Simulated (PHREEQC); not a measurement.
## Ultrapure water in contact with air or piping

A made-up water analysis in mmol/kgw, 25 °C, pH 6.21, pe 8.3: Na 0.000481; K 0.000748; Ca 0.000316; Mg 0.000335; Cl 0.000765; S(6) 0.000301; Alkalinity (meq/kgw) 0.00119; Ba 6.86e-05.

Cl is adjusted to close the charge balance.
Valence states are taken as typed.

The numbers come from PHREEQC with the ion-association model, phreeqc.dat.

Precipitation was switched off in this run.

### Question
Estimate the ionic strength.

### Answer
ionic strength 4.31e-6 mol/kgw.

### Question
In which forms is C present?

### Answer
CO2 58 %, HCO3- 42 % of the C.

Complexes and solids missing from the database can't appear.
